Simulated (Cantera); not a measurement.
Ignition delay

Mixture: C3H8 : O2 : N2 = 1 : 8.62 : 32.4 (molar parts), equivalence ratio 0.58, at 3300000 Pa, adiabatic and at constant volume. Ignition delay is the time to a rise of 400 K.

Computed with Cantera and GRI-Mech 3.0 (53 species, 325 reactions). GRI-Mech 3.0 was tuned for natural gas; its chemistry of propane as a main component is partial and can be far from experiment. The pressure lies above the range GRI-Mech 3.0 was tuned for (to about 10 atm).

```
T0 (K)  delay (ms)
------  ----------
1000          18.7
1100          2.99
1200         0.574
1300         0.124
1400        0.0311
1500       0.00954
1600       0.00361
1700       0.00165
1800      0.000884
```

| Property | Result |
|---|---|
| apparent activation energy between 1600 and 1800 K | 170 kJ/mol |
